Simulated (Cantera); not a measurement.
Input: 1 mol SiHCl3, 0.76 mol NH3, 3.1 mol N2, held at 0.133 bar.

Equilibrium computed with Cantera from the NASA thermochemical tables; the gas is ideal and each condensed phase is pure. Candidate condensed phases: NH4Cl, Si, Si3N4; 28 gas species. The tables' values for SiCl3 are old estimates; treat these amounts as uncertain. Rates play no part. All values below are at 975 K.

Base state: N2 0.523, HCl 0.267, H2 0.147, SiCl4 0.0616, SiHCl3 0.000194, SiCl3 1.73e-5 (mole fractions); condensed: Si3N4(s).

**Question.** What changes in the equilibrium state with this change: SiHCl3 replaced by SiH2Cl2?

**Answer.** 
```
species          before     after
-------------  --------  --------
N2                0.523     0.490
HCl               0.267     0.254
H2                0.147     0.235
SiCl4            0.0616    0.0209
SiCl3           1.73e-5   7.78e-6
SiHCl3         0.000194  0.000110
Si3N4(s), mol     0.213     0.292
```
